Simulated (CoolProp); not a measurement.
Vapour-liquid equilibrium of dimethyl ether (1) + methanol (2) at 2.35 bar; x and y are mole fractions of (1).

The numbers come from the multi-fluid Helmholtz-energy mixture model, Wu 2011 and de Reuck 1993; pair parameters Bell 2016 in CoolProp.

```
x     bubble temperature, mixture model (°C)  bubble temperature, Raoult's law (°C)  y, mixture model  y, Raoult's law
----  --------------------------------------  -------------------------------------  ----------------  ---------------
0.05                                    63.9                                   73.7             0.586            0.417
0.2                                     26.9                                   44.6             0.928            0.851
0.35                                    14.2                                   27.6             0.967            0.946
0.5                                      8.3                                   16.6             0.978            0.977
0.65                                     4.6                                    8.7             0.984            0.990
0.8                                      1.4                                    2.7             0.990            0.996
0.95                                    -2.2                                   -2.1             0.997            0.999
```

The largest gap from Raoult's law is -17.7 K in bubble temperature, at x = 0.2. No azeotrope shows between x = 0.05 and 0.95.

The pair parameters rest on a limited set of measurements; away from them the model extrapolates. With so large a gap from Raoult's law the liquid may split in two, which this calculation doesn't test in full.
